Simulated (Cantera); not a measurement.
An adiabatic, constant-volume homogeneous reactor starts with 2.73 % C3H8, 17.9 % O2, 67.3 % N2, 12.0 % H2O, equivalence ratio 0.76, at 1048 K and 9.87 atm.

Cantera simulation using GRI-Mech 3.0 (53 species, 325 reactions); the numbers are that mechanism's predictions, not measurements. GRI-Mech 3.0 was tuned for natural gas; its chemistry of propane as a main component is partial and can be far from experiment.

Problem. Predict: time of steepest temperature rise; temperature at 3.00 s; equilibrium temperature; x(O2) at 3.00 s; x(H2O) at 3.00 s; x(OH) at 3.00 s; x(HCO) at 3.00 s.

Solution. 
```
Property                                                             Value
---------------------------------  ---------------------------------------
time of steepest temperature rise                                  25.0 ms
temperature at 3.00 s                                               2602 K
equilibrium temperature                                             2602 K
x(O2) at 3.00 s                      0.0374 (gas-phase equilibrium 0.0374)
x(H2O) at 3.00 s                       0.215 (gas-phase equilibrium 0.215)
x(OH) at 3.00 s                    0.00834 (gas-phase equilibrium 0.00834)
x(HCO) at 3.00 s                   5.28e-9 (gas-phase equilibrium 5.28e-9)
```
